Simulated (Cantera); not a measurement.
A closed system holds: 1 mol SiCl4, 0.064 mol Cl2, 66 mol H2, held at 700 °C and 0.100 bar.

Cantera equilibrium calculation (NASA polynomials, part measured and part estimated; ideal gas, pure solids and liquids). Candidate condensed phases: Si; 19 gas species. The tables' values for SiCl3 are old estimates; treat these amounts as uncertain. Rates play no part.

Base state: H2 0.976, HCl 0.00914, SiCl4 0.00876, SiHCl3 0.00526, SiH2Cl2 0.000330, SiCl3 0.000205, SiCl2 0.000138 (mole fractions); condensed: Si(s).

### Question
What changes in the equilibrium state with this change: temperature from 700 °C to 650 °C?

### Answer
| species | before | after |
|---|---|---|
| H2 | 0.976 | 0.978 |
| SiCl4 | 0.00876 | 0.00983 |
| HCl | 0.00914 | 0.00725 |
| SiCl2 | 0.000138 | 3.31e-5 |
| SiCl3 | 0.000205 | 8.99e-5 |
| Si(s), mol | 0.0137 | 0 |

### Question
What changes in the equilibrium state with this change: SiCl4 replaced by Si2Cl6?

### Answer
| species | before | after |
|---|---|---|
| H2 | 0.976 | 0.967 |
| SiCl4 | 0.00876 | 0.0140 |
| HCl | 0.00914 | 0.0102 |
| SiHCl3 | 0.00526 | 0.00745 |
| SiCl3 | 0.000205 | 0.000291 |
| SiCl2 | 0.000138 | 0.000174 |
| SiH2Cl2 | 0.000330 | 0.000413 |
| Si(s), mol | 0.0137 | 0.490 |
The feed counts by its element totals alone.
